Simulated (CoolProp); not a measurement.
Vapour-liquid equilibrium of acetone (1) + ethanol (2) at 6.44 bar; x and y are mole fractions of (1).

The numbers come from the multi-fluid Helmholtz-energy mixture model, Lemmon 2006 and Schroeder 2014; pair parameters Bell 2016 in CoolProp.

```tsv
x	bubble temperature, mixture model (K)	bubble temperature, Raoult's law (K)	y, mixture model	y, Raoult's law
0.05	405.6	406.8	0.088	0.063
0.2	401.6	405.2	0.293	0.245
0.35	398.9	403.6	0.444	0.414
0.5	397.1	401.9	0.568	0.571
0.65	395.9	400.1	0.683	0.714
0.8	395.4	398.4	0.805	0.845
0.95	395.6	396.5	0.946	0.963
```

The largest gap from Raoult's law is -4.8 K in bubble temperature, at x = 0.5. y crosses x between x = 0.8 and 0.95: the model has an azeotrope there.

The pair parameters rest on a limited set of measurements; away from them the model extrapolates.
